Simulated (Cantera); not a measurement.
What does this Cantera script print?

```python
import numpy as np
import cantera as ct

gas_names = """
    CL CL2 H HCL H2 N NH NH2 NH3 N2 N2H2 N2H4 Si SiCL SiCL2 SiCL3 SiCL4 SiH SiHCL3 SiH2 SiH2CL2 SiH3
    SiH3CL SiH4 SiN Si2 Si2N Si3
""".split()
cond_names = """
    NH4CL(a) NH4CL(b) Si(cr) Si(L) Si3N4(a)
""".split()


# ... load() reads the species with a 1 bar reference pressure and builds the phases ...
atoms = {
    'SiH2Cl2': {'Si': 1, 'H': 2, 'CL': 2},
    'N2': {'N': 2},
    'HCl': {'H': 1, 'CL': 1},
}
top_T = {'Si3N4(a)': 2400}  # K; cautious upper limits of use, not melting points


# ... equilibrate(T, P, feed) seeds the gas with the atoms and calls Mixture.equilibrate('TP', solver="vcs", rtol=1e-11, max_steps=5000) ...
results = []
feed = {'SiH2Cl2': 1, 'N2': 260, 'HCl': 2.9}  # mol
T = 1275  # K
for P in [100, 260, 670, 1700, 4500, 12000, 30000, 77000, 200000]:
    mix = equilibrate(T, P, feed)
    results.append((T, P, feed, dict(zip(mix.species_names, mix.species_moles))))
    x = sorted(zip(gas.X, gas.species_names), reverse=True)
    print(f"T = {T:g} K  P = {P:g} Pa  gas = {mix.phase_moles(0):.4g} mol")
    print("   x: " + "  ".join(f"{s} {v:.3e}" for v, s in x if v > 0.001))
    print("   condensed (mol): " + ("  ".join(f"{mix.phase(i).name} {mix.phase_moles(i):.4g}"
          for i in range(1, mix.n_phases) if mix.phase_moles(i) > 1e-12) or "none"))
```

It prints:

```
T = 1275 K  P = 100 Pa  gas = 264.4 mol
   x: N2 9.817e-01  HCL 1.479e-02  H2 1.870e-03  SiCL2 1.231e-03
   condensed (mol): Si3N4(a) 0.1927
T = 1275 K  P = 260 Pa  gas = 264.3 mol
   x: N2 9.819e-01  HCL 1.513e-02  H2 1.700e-03
   condensed (mol): Si3N4(a) 0.2211
T = 1275 K  P = 670 Pa  gas = 264.3 mol
   x: N2 9.820e-01  HCL 1.523e-02  H2 1.655e-03
   condensed (mol): Si3N4(a) 0.2383
T = 1275 K  P = 1700 Pa  gas = 264.2 mol
   x: N2 9.822e-01  HCL 1.517e-02  H2 1.688e-03
   condensed (mol): Si3N4(a) 0.2462
T = 1275 K  P = 4500 Pa  gas = 264.2 mol
   x: N2 9.823e-01  HCL 1.500e-02  H2 1.774e-03
   condensed (mol): Si3N4(a) 0.248
T = 1275 K  P = 12000 Pa  gas = 264.2 mol
   x: N2 9.824e-01  HCL 1.476e-02  H2 1.892e-03
   condensed (mol): Si3N4(a) 0.2459
T = 1275 K  P = 30000 Pa  gas = 264.2 mol
   x: N2 9.824e-01  HCL 1.450e-02  H2 2.021e-03
   condensed (mol): Si3N4(a) 0.2417
T = 1275 K  P = 77000 Pa  gas = 264.1 mol
   x: N2 9.825e-01  HCL 1.421e-02  H2 2.168e-03  SiCL4 1.042e-03
   condensed (mol): Si3N4(a) 0.2362
T = 1275 K  P = 200000 Pa  gas = 264.1 mol
   x: N2 9.826e-01  HCL 1.389e-02  H2 2.328e-03  SiCL4 1.134e-03
   condensed (mol): Si3N4(a) 0.2296
```

These are equilibrium values from Cantera (NASA tables, ideal gas, pure condensed phases), not measurements of a reactor. N2 is the only nitrogen source here; it is nearly inert below about 1500 K, so the nitride shown seldom forms there in practice. The tables' values for SiCl3 are old estimates; treat these amounts as uncertain.
